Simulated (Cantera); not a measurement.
What does this Cantera script print?

```python
import numpy as np
import cantera as ct

gas_names = """
    H HO2 H2 H2O H2O2 O OH O2 O3
""".split()
cond_names = """
    H2O(s) H2O(L)
""".split()


# ... load() reads the species with a 1 bar reference pressure and builds the phases ...
atoms = {
    'H2O': {'H': 2, 'O': 1},
    'O2': {'O': 2},
    'H2': {'H': 2},
}
top_T = {}  # K; cautious upper limits of use, not melting points


# ... equilibrate(T, P, feed) seeds the gas with the atoms and calls Mixture.equilibrate('TP', solver="vcs", rtol=1e-11, max_steps=5000) ...
results = []
T = 2575  # K
P = 94000  # Pa
for m in [0.14, 0.2, 0.29, 0.41, 0.59, 0.85, 1.2, 1.7]:
    feed = {'H2O': 1, 'O2': m, 'H2': 0.28}  # mol
    mix = equilibrate(T, P, feed)
    results.append((T, P, feed, dict(zip(mix.species_names, mix.species_moles))))

top = {s: max(r[3][s] / sum(r[3][g] for g in gas_names) for r in results) for s in gas_names}
cols = sorted((s for s in top if top[s] > 0.0001), key=lambda s: -top[s])[:9]
seen = [c for c in cond_names if any(r[3].get(c, 0) > 1e-12 for r in results)]
print("log10 of partial pressures in bar; condensed amounts in mol")
print(f"{'n(O2)':>10s}" + "".join(f"{s[:9]:>10s}" for s in cols + seen))
for T, P, feed, n in results:
    ng = sum(n[g] for g in gas_names)
    print(f"{feed['O2']:10.4g}" + "".join(f"{np.log10(max(n[s] / ng * P / 1e5, 1e-99)):10.3f}" for s in cols)
          + "".join(f"{n.get(c, 0):10.4g}" for c in seen))
```

Output:

```
log10 of partial pressures in bar; condensed amounts in mol
     n(O2)       H2O        O2        H2        OH         O         H
      0.14    -0.081    -1.723    -1.291    -1.543    -2.545    -2.106
       0.2    -0.089    -1.328    -1.497    -1.448    -2.347    -2.209
      0.29    -0.112    -1.027    -1.672    -1.384    -2.196    -2.296
      0.41    -0.146    -0.816    -1.810    -1.349    -2.091    -2.366
      0.59    -0.194    -0.642    -1.945    -1.329    -2.004    -2.433
      0.85    -0.255    -0.503    -2.076    -1.325    -1.935    -2.499
       1.2    -0.327    -0.397    -2.201    -1.334    -1.881    -2.561
       1.7    -0.414    -0.311    -2.331    -1.356    -1.839    -2.626
```

Method: chemical equilibrium by Gibbs-energy minimisation in Cantera with the NASA 1993 tables (ideal gas, pure condensed phases).
